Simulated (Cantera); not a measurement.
A closed system holds: 1 mol CuO, 3.8 mol CO, equilibrated at 0.100 bar.

Method: chemical equilibrium by Gibbs-energy minimisation in Cantera with the NASA 1993 tables (ideal gas, pure condensed phases). Candidate condensed phases: C, Cu, CuO, Cu₂O; 15 gas species. Equilibrium is a limit: real reactors are often held back by kinetics, nucleation or transport. All values below are at 1875 °C.

Base state: CO 0.622, CO₂ 0.222, Cu 0.154, Cu₂ 0.00102, O 2.87e-5, O₂ 2.22e-5, CuO 2.15e-5 (mole fractions); condensed: Cu(l).

**Question.** What changes in the equilibrium state with this change: CuO replaced by Fe₃O₄?

**Answer.** 
```tsv
species	before	after
CO	0.622	0.729
CO₂	0.222	0.266
Fe	0	0.00436
Cu	0.154	0
Cu₂	0.00102	0
FeO	0	0.000226
Cu(l), mol	0.296	0
FeO(l), mol	0	2.98
```
The tables' stoichiometric FeO is somewhat more stable than real wüstite, so its field is too wide. FeO: taken at fixed stoichiometry. Further candidate phases: Fe, Fe(CO)₅, FeO, Fe₂O₃, Fe₃O₄.

**Question.** What changes in the equilibrium state with this change: CO from 3.8 to 0.99 mol?

**Answer.** 
| species | before | after |
|---|---|---|
| CO₂ | 0.222 | 0.755 |
| Cu | 0.154 | 0.154 |
| CO | 0.622 | 0.0563 |
| O₂ | 2.22e-5 | 0.0313 |
| O | 2.87e-5 | 0.00108 |
| CuO | 2.15e-5 | 0.000808 |
| Cu₂ | 0.00102 | 0.00102 |
| Cu(l), mol | 0.296 | 0.808 |
